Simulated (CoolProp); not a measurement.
Model: reference Helmholtz-energy equation of state, Eisenbach 2021, in CoolProp.

Problem. For propylene glycol, give the phase and the Z, cp (kJ/(kg K)), speed of sound (m/s), isothermal compressibility (1/MPa) at 539.8 K and 0.58 MPa; 569.9 K and 0.58 MPa; 600 K and 0.58 MPa.

Solution. 
- 539.8 K and 0.58 MPa: gas; Z 0.934, cp 2.83, speed of sound 233, isothermal compressibility 1.86
- 569.9 K and 0.58 MPa: gas; Z 0.947, cp 2.91, speed of sound 242, isothermal compressibility 1.83
- 600 K and 0.58 MPa: gas; Z 0.957, cp 2.99, speed of sound 251, isothermal compressibility 1.80
